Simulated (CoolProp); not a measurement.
Vapour-liquid equilibrium of propane (1) + R152A (2) at 239.5 K; x and y are mole fractions of (1).

The numbers come from the multi-fluid Helmholtz-energy mixture model, Lemmon 2009 and Outcalt 1996; pair parameters Bell 2016 in CoolProp.

### Question
Give the bubble pressure and the first vapour's composition at x = 0.25, 0.35, 0.85. Is there an azeotrope?

### Answer
x = 0.25: 141.6 kPa, y = 0.613; x = 0.35: 151.3 kPa, y = 0.656; x = 0.85: 160.6 kPa, y = 0.803. y crosses x between x = 0.75 and 0.85: the model has an azeotrope there.

Pair parameters are fitted to limited data, so mixtures are less certain than the pure fluids. With so large a gap from Raoult's law the liquid may split in two, which this calculation doesn't test in full.
